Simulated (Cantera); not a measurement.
Input (Python, Cantera):

```python
import numpy as np
import cantera as ct

gas = ct.Solution("h2o2.yaml")
gas.TPX = 500, 12000, {'H2': 1, 'O2': 0.278, 'N2': 1.04}
flame = ct.FreeFlame(gas, width=0.18)
flame.set_refine_criteria(ratio=3, slope=0.08, curve=0.16)
flame.transport_model = "mixture-averaged"
flame.solve(loglevel=0, auto=True)
z, T = flame.grid, flame.T
thick = (T[-1] - T[0]) / np.gradient(T, z).max()
show = ['H2', 'O2', 'H', 'OH', 'O', 'H2O2']
print(f"laminar burning velocity  {flame.velocity[0] * 100:.3f} cm/s")
print(f"burnt temperature         {T[-1]:.1f} K")
print(f"thermal thickness         {thick * 1e3:.4f} mm")
print(f"grid points               {len(z)}")
z0 = z[flame.heat_release_rate.argmax()]
print(f"{'z/mm':>9s}{'T/K':>9s}{'u/(m/s)':>9s}" + "".join(f"{s:>11s}" for s in show))
rows = []
for k in (-3, -2, -1.5, -1, -0.5, -0.25, 0, 0.25, 0.5, 1, 2, 4, 8):
    zz = z0 + k * thick
    rows.append([k * thick, np.interp(zz, z, T), np.interp(zz, z, flame.velocity),
                 *(np.interp(zz, z, flame.X[gas.species_index(s)]) for s in show)])
    print(f"{rows[-1][0] * 1e3:9.3f}{rows[-1][1]:9.1f}{rows[-1][2]:9.3f}" + "".join(f"{x:11.3e}" for x in rows[-1][3:]))
```

Output:

```
laminar burning velocity  506.205 cm/s
burnt temperature         2252.9 K
thermal thickness         6.6231 mm
grid points               146
     z/mm      T/K  u/(m/s)         H2         O2          H         OH          O       H2O2
  -19.869    500.0    5.062  4.314e-01  1.199e-01  4.005e-17  1.302e-20  6.399e-19  1.637e-17
  -13.246    500.0    5.062  4.314e-01  1.199e-01  4.669e-13  7.402e-17  2.945e-15  2.083e-16
   -9.935    500.0    5.062  4.314e-01  1.199e-01  7.370e-11  9.289e-15  3.167e-13  2.682e-14
   -6.623    500.0    5.062  4.314e-01  1.199e-01  7.207e-08  7.808e-11  3.645e-10  8.843e-11
   -3.312    510.7    5.162  4.298e-01  1.198e-01  3.223e-04  4.029e-05  8.241e-06  1.092e-06
   -1.656    673.9    6.721  4.029e-01  1.151e-01  1.153e-02  3.132e-04  1.885e-04  1.275e-06
    0.000   1074.5   10.425  2.586e-01  6.701e-02  8.480e-02  1.985e-03  4.764e-03  2.561e-07
    1.656   1325.8   12.749  1.529e-01  8.205e-03  1.296e-01  3.688e-03  4.305e-03  2.077e-07
    3.312   1418.8   13.561  1.488e-01  2.843e-03  1.244e-01  4.350e-03  3.358e-03  1.877e-07
    6.623   1525.5   14.472  1.570e-01  2.274e-03  1.102e-01  5.288e-03  3.178e-03  1.644e-07
   13.246   1650.3   15.511  1.670e-01  1.867e-03  9.285e-02  6.174e-03  2.798e-03  1.146e-07
   26.493   1782.8   16.584  1.771e-01  1.371e-03  7.460e-02  6.670e-03  2.187e-03  6.549e-08
   52.985   1911.4   17.596  1.864e-01  8.911e-04  5.699e-02  6.530e-03  1.495e-03  3.426e-08
```

Detailed kinetics in Cantera: the H2/O2 subset of GRI-Mech 3.0, which has no nitrogen chemistry. Burning velocities carry a grid error of a few per cent, more on coarse grids.
